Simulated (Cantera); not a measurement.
**Thermodynamics of oxide etching and cleaning by halides, feed SiO₂ + BCl₃ + O₂**

A closed system holds: 1 mol SiO₂, 1 mol BCl₃, 11 mol O₂, held at 1000 Pa.

Equilibrium computed with Cantera from the NASA thermochemical tables; the gas is ideal and each condensed phase is pure. Candidate condensed phases: B, B₂O₃, Si, SiO₂; 27 gas species. Mutual solubility and eutectic melting of coexisting phases are not modelled. The tables' values for BOCl are old estimates; treat these amounts as uncertain. The tables hold silica as quartz up to 1696 K and as liquid above; real silica turns to tridymite and cristobalite and melts near 1996 K. Condensed phases not in the tables: borates and borosilicate glass, alloys, solid solutions and most ternary compounds. Kinetics and transport are ignored.

```json
[
 {"T (°C)": "652", "x O₂": "0.872", "x Cl": "0.000413", "x Cl₂": "0.127", "x B₂O₃": "6.82e-12", "n B₂O₃(l)": "0.500", "n SiO₂(β-quartz)": "1.00"},
 {"T (°C)": "702", "x O₂": "0.872", "x Cl": "0.000944", "x Cl₂": "0.127", "x B₂O₃": "9.80e-11", "n B₂O₃(l)": "0.500", "n SiO₂(β-quartz)": "1.00"},
 {"T (°C)": "752", "x O₂": "0.871", "x Cl": "0.00199", "x Cl₂": "0.127", "x B₂O₃": "1.08e-9", "n B₂O₃(l)": "0.500", "n SiO₂(β-quartz)": "1.00"},
 {"T (°C)": "802", "x O₂": "0.871", "x Cl": "0.00391", "x Cl₂": "0.125", "x B₂O₃": "9.36e-9", "n B₂O₃(l)": "0.500", "n SiO₂(β-quartz)": "1.00"},
 {"T (°C)": "852", "x O₂": "0.869", "x Cl": "0.00721", "x Cl₂": "0.124", "x B₂O₃": "6.67e-8", "n B₂O₃(l)": "0.500", "n SiO₂(β-quartz)": "1.00"},
 {"T (°C)": "902", "x O₂": "0.867", "x Cl": "0.0126", "x Cl₂": "0.121", "x B₂O₃": "3.99e-7", "n B₂O₃(l)": "0.500", "n SiO₂(β-quartz)": "1.00"},
 {"T (°C)": "952", "x O₂": "0.863", "x Cl": "0.0208", "x Cl₂": "0.116", "x B₂O₃": "2.05e-6", "n B₂O₃(l)": "0.500", "n SiO₂(β-quartz)": "1.00"},
 {"T (°C)": "1002", "x O₂": "0.858", "x Cl": "0.0327", "x Cl₂": "0.109", "x B₂O₃": "9.19e-6", "n B₂O₃(l)": "0.500", "n SiO₂(β-quartz)": "1.00"},
 {"T (°C)": "1052", "x O₂": "0.851", "x Cl": "0.0488", "x Cl₂": "0.100", "x B₂O₃": "3.67e-5", "n B₂O₃(l)": "0.499", "n SiO₂(β-quartz)": "1.00"},
 {"T (°C)": "1102", "x O₂": "0.842", "x Cl": "0.0694", "x Cl₂": "0.0883", "x B₂O₃": "0.000132", "n B₂O₃(l)": "0.498", "n SiO₂(β-quartz)": "1.00"},
 {"T (°C)": "1152", "x O₂": "0.831", "x Cl": "0.0937", "x Cl₂": "0.0745", "x B₂O₃": "0.000429", "n B₂O₃(l)": "0.493", "n SiO₂(β-quartz)": "1.00"},
 {"T (°C)": "1202", "x O₂": "0.818", "x Cl": "0.120", "x Cl₂": "0.0594", "x B₂O₃": "0.00129", "n B₂O₃(l)": "0.479", "n SiO₂(β-quartz)": "1.00"},
 {"T (°C)": "1252", "x O₂": "0.805", "x Cl": "0.145", "x Cl₂": "0.0444", "x B₂O₃": "0.00359", "n B₂O₃(l)": "0.444", "n SiO₂(β-quartz)": "1.00"}
]
```
x: gas mole fraction; n: condensed amount in mol.

From 652 °C to 1252 °C the condensed part is B₂O₃(l) + SiO₂(β-quartz).
